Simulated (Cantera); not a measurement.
Feed: 1 mol AlCl₃, 2.1 mol O₂, 160 mol N₂, 3 mol HCl, at 848.15 K and 16.0 Pa.

Method: chemical equilibrium by Gibbs-energy minimisation in Cantera with the NASA 1993 tables (ideal gas, pure condensed phases). Candidate condensed phases: Al, AlCl₃, AlN, Al₂O₃, H₂O, NH₄Cl; 45 gas species. Condensed phases not in the tables: AlOCl. The numbers say what is thermodynamically allowed, not how fast it happens.

Base state: N₂ 0.965, HCl 0.0180, Cl₂ 0.00899, O₂ 0.00811, Cl 0.000201, H₂O 4.94e-5 (mole fractions); condensed: Al₂O₃(s).

Task: What changes in the equilibrium state with this change: pressure from 16.0 Pa to 1.00 bar?

Result: 
```tsv
species	before	after
N₂	0.965	0.966
HCl	0.0180	0.0143
Cl₂	0.00899	0.0110
H₂O	4.94e-5	0.00190
Cl	0.000201	2.81e-6
O₂	0.00811	0.00719
Al₂O₃(s), mol	0.500	0.500
```
